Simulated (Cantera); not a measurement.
Feed: 1 mol CCl4, 5.4 mol H2, equilibrated at 2625 K and 0.00390 bar.

Method: chemical equilibrium by Gibbs-energy minimisation in Cantera with the NASA 1993 tables (ideal gas, pure condensed phases). Candidate condensed phases: C, C6H6, C7H8, C8H18; 91 gas species. Kinetics and transport are ignored.

Base state: H 0.343, H2 0.255, HCl 0.204, Cl 0.192, C2H2 (acetylene) 0.00456, C3 0.000810, C2H 0.000566, C 0.000219 (mole fractions); condensed: C(graphite).

Question: What changes in the equilibrium state with this change: H2 from 5.4 to 0.43 mol?

Answer: 
| species | before | after |
|---|---|---|
| Cl | 0.192 | 0.803 |
| HCl | 0.204 | 0.135 |
| H | 0.343 | 0.0541 |
| H2 | 0.255 | 0.00634 |
| C4H2 | 3.37e-5 | 8.38e-7 |
| C2H2 (acetylene) | 0.00456 | 0.000113 |
| C(graphite), mol | 0.865 | 0.986 |

Question: What changes in the equilibrium state with this change: pressure from 0.00390 bar to 0.000440 bar?

Answer: 
```json
[
 {"species": "H", "before": "0.343", "after": "0.595"},
 {"species": "Cl", "before": "0.192", "after": "0.253"},
 {"species": "H2", "before": "0.255", "after": "0.0865"},
 {"species": "HCl", "before": "0.204", "after": "0.0526"},
 {"species": "C", "before": "0.000219", "after": "0.00194"},
 {"species": "C3", "before": "0.000810", "after": "0.00718"},
 {"species": "C2", "before": "7.64e-5", "after": "0.000677"},
 {"species": "C(graphite), mol", "before": "0.865", "after": "0.605"}
]
```
